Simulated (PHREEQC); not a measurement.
Consider water at 20 °C with 6 mmol/kgw Cu(BF4)2, 4 mmol/kgw H2SO4 and 0.7 mmol/kgw Na2SO4. It is in equilibrium with CO2 at log p = -3.4 (atm). Otherwise closed; pH follows from the charge balance.

All values are PHREEQC results (ion-association model, phreeqc.dat), not measurements.

Precipitation was switched off in this run.

Order these Cu species by the share of Cu that they hold, largest first: Cu+2, CuF+, CuSO4.

Cu+2 (85 %), CuSO4 (15 %), CuF+ (0.62 %)

The pH is 2.23 and the ionic strength 0.0261 mol/kgw. Complexes and solids missing from the database can't appear. Real BF4- forms and hydrolyses slowly; the run takes it at equilibrium.
